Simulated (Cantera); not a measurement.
A perfectly stirred reactor is fed with CH₄ : C₂H₆ : C₃H₈ : O₂ : N₂ = 1 : 0.19 : 0.36 : 4.91 : 18.4 (molar parts), at 4.93 atm; it is adiabatic with a 300 K inlet, and is followed from long to short residence time, starting on the burning branch (τ in s: 0.024, 0.012, 0.0055, 0.0026, 0.0012, 0.00059, 0.00028, 0.00013, 6.4e-05).

Model: GRI-Mech 3.0 (53 species, 325 reactions), integrated in Cantera. GRI-Mech 3.0 was tuned for natural gas; its chemistry of propane as a main component is partial and can be far from experiment.

**Question.** Predict: blow-out, bracketed by the residence times tried; x(CH₄) at τ = 24.0 ms; x(C₂H₆) at τ = 24.0 ms; x(C₃H₈) at τ = 24.0 ms; x(NO) at τ = 24.0 ms; x(OH) at τ = 24.0 ms; x(CH₄) at τ = 1.20 ms; x(C₂H₆) at τ = 1.20 ms; x(C₃H₈) at τ = 1.20 ms; x(NO) at τ = 1.20 ms; x(OH) at τ = 1.20 ms.

**Answer.** 
- blow-out, bracketed by the residence times tried: burning at 64.0 µs, the shortest tried
- x(CH₄) at τ = 24.0 ms: 2.71e-6
- x(C₂H₆) at τ = 24.0 ms: 5.92e-8
- x(C₃H₈) at τ = 24.0 ms: 1.22e-7
- x(NO) at τ = 24.0 ms: 0.000619
- x(OH) at τ = 24.0 ms: 0.00247
- x(CH₄) at τ = 1.20 ms: 2.57e-5
- x(C₂H₆) at τ = 1.20 ms: 9.06e-7
- x(C₃H₈) at τ = 1.20 ms: 1.72e-6
- x(NO) at τ = 1.20 ms: 0.000178
- x(OH) at τ = 1.20 ms: 0.00401
